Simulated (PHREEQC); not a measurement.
Solution (70 °C): 2.8 mol NaCl and 0.068 mol Na2SO4 per kg of water. Closed to the air; pH follows from the charge balance.

Computed with PHREEQC (Pitzer model, pitzer.dat).

Precipitation was switched off in this run.

Q: Estimate the activity of water.

A: activity of water 0.897.

Away from 25 °C the constants follow the database's enthalpies or fits; those with neither stay at their 25 °C values.
